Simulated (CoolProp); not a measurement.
R114 along the isotherm 429.9 K: Z from the reference equation and from simpler models built on Tc = 420.6 K, pc = 3352 kPa, ω = 0.252; each cubic takes its own stable root.

Model: reference Helmholtz-energy equation of state, Platzer 1990, in CoolProp. This equation is an older, rougher fit; its heat capacities, sound speeds and derivatives of the liquid may be far off and weren't checked against measurements.

```tsv
p (kPa)	phase	reference
53	gas	0.9950
77.8	gas	0.9927
114	gas	0.9892
168	gas	0.9841
246	gas	0.9765
361	gas	0.9653
530	gas	0.9484
778	gas	0.9227
1140	gas	0.8833
1680	gas	0.8189
2460	gas	0.7090
3610	supercritical	0.4471
5300	supercritical	0.2826
7780	supercritical	0.3685
11400	supercritical	0.5004
16800	supercritical	0.6924
```

Question: How far does each simpler model (van der Waals, Redlich-Kwong, Soave-Redlich-Kwong, Peng-Robinson) lie from the reference over these 16 states: mean and median of the absolute difference, and the worst?

Answer: 
- van der Waals: mean 8.5 %, median 1.1 %, worst +31.2 % at 429.9 K and 7780 kPa
- Redlich-Kwong: mean 1.7 %, median 0.1 %, worst +11.5 % at 429.9 K and 5300 kPa
- Soave-Redlich-Kwong: mean 2.4 %, median 0.1 %, worst +13.8 % at 429.9 K and 5300 kPa
- Peng-Robinson: mean 1.6 %, median 0.8 %, worst -7.6 % at 429.9 K and 16800 kPa
